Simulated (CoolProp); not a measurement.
A simple Rankine cycle with water: condensing at 295.15 K, boiler at 1.16 MPa, turbine inlet 474.4 K, turbine efficiency 0.75, pump efficiency 0.8, no recuperator. Each further row changes one setting.

Model: reference Helmholtz-energy equation of state, Wagner 2002, in CoolProp.

```json
[
 {"case": "as stated", "thermal efficiency (%)": "23.9", "net work (kJ/kg)": "653", "heat in (kJ/kg)": "2730", "turbine exit temperature (K)": "295.1", "volume ratio over the turbine": "247"},
 {"case": "turbine inlet 494.4 K", "thermal efficiency (%)": "24.0", "net work (kJ/kg)": "(withheld)", "heat in (kJ/kg)": "2780", "turbine exit temperature (K)": "295.1", "volume ratio over the turbine": "(withheld)"},
 {"case": "condensing temperature 287.15 K", "thermal efficiency (%)": "(withheld)", "net work (kJ/kg)": "691", "heat in (kJ/kg)": "2760", "turbine exit temperature (K)": "287.1", "volume ratio over the turbine": "394"},
 {"case": "boiler pressure 0.812 MPa", "thermal efficiency (%)": "22.7", "net work (kJ/kg)": "(withheld)", "heat in (kJ/kg)": "(withheld)", "turbine exit temperature (K)": "295.1", "volume ratio over the turbine": "173"},
 {"case": "turbine efficiency 0.65", "thermal efficiency (%)": "20.7", "net work (kJ/kg)": "565", "heat in (kJ/kg)": "2730", "turbine exit temperature (K)": "295.1", "volume ratio over the turbine": "258"}
]
```

**Question.** Fill in the missing entries.

**Answer.** 
- turbine inlet 494.4 K, net work (kJ/kg): 667
- turbine inlet 494.4 K, volume ratio over the turbine: 238
- condensing temperature 287.15 K, thermal efficiency (%): 25.0
- boiler pressure 0.812 MPa, net work (kJ/kg): 624
- boiler pressure 0.812 MPa, heat in (kJ/kg): 2750

The expansion ends wet for: as stated; turbine inlet 494.4 K; condensing temperature 287.15 K; boiler pressure 0.812 MPa; turbine efficiency 0.65.
